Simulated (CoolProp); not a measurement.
Oxygen along the isotherm 226 K: fugacity coefficient from the reference equation and from simpler models built on Tc = 154.6 K, pc = 5.046 MPa, ω = 0.022; each cubic takes its own stable root.

Model: reference Helmholtz-energy equation of state, Schmidt 1985, in CoolProp.

| p (MPa) | phase | reference |
|---|---|---|
| 2.1 | gas | 0.9593 |
| 4.21 | gas | 0.9201 |
| 6.31 | supercritical | 0.8832 |
| 8.41 | supercritical | 0.8484 |
| 10.5 | supercritical | 0.8163 |
| 12.6 | supercritical | 0.7869 |
| 14.7 | supercritical | 0.7604 |
| 16.8 | supercritical | 0.7370 |
| 18.9 | supercritical | 0.7168 |
| 21 | supercritical | 0.6995 |
| 23.1 | supercritical | 0.6850 |
| 25.2 | supercritical | 0.6730 |

How far does each simpler model (Redlich-Kwong, Peng-Robinson) lie from the reference over these 12 states: mean and median of the absolute difference, and the worst?


- Redlich-Kwong: mean 0.4 %, median 0.4 %, worst -0.7 % at 226 K and 10.5 MPa
- Peng-Robinson: mean 3.8 %, median 4.2 %, worst -5.2 % at 226 K and 25.2 MPa
